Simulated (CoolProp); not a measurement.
Properties of R407C along the isobar 2.45 MPa (Tc = 86.2 °C, pc = 4.632 MPa, ω = 0.363).

Values from CoolProp's reference Helmholtz-energy equation of state, Lemmon 2003. It is a pseudo-pure fit of the blend.

| T (°C) | phase | cv (kJ/(kg K)) | speed of sound (m/s) | expansivity (1/kK) | viscosity (µPa s) | conductivity (mW/(m K)) |
|---|---|---|---|---|---|---|
| 77.55 | gas | … | 157.0 | 7.796 | … | 20.2 |
| 81.35 | gas | … | 159.8 | 7.247 | 16.3 | 20.4 |
| 85.15 | gas | 0.9203 | 162.5 | 6.786 | 16.4 | 20.6 |
| 88.95 | gas | 0.9192 | 165.0 | 6.393 | 16.5 | 20.8 |
| 92.75 | gas | 0.9188 | 167.4 | 6.052 | 16.6 | 21.0 |
| 96.55 | gas | 0.9192 | 169.7 | … | 16.7 | 21.3 |
| 100.35 | gas | 0.9201 | 171.8 | 5.489 | … | 21.5 |
| 104.15 | gas | 0.9214 | 173.9 | 5.253 | 16.9 | 21.7 |
| 107.95 | gas | 0.9232 | 176.0 | 5.041 | 17.0 | 22.0 |

Problem. What belongs in the gaps?

Solution. 
- 77.55, cv (kJ/(kg K)): 0.9260
- 77.55, viscosity (µPa s): 16.2
- 81.35, cv (kJ/(kg K)): 0.9225
- 96.55, expansivity (1/kK): 5.753
- 100.35, viscosity (µPa s): 16.8

Viscosity comes from a separate model (Geller 2000). Thermal conductivity comes from a separate model (Geller 2001).
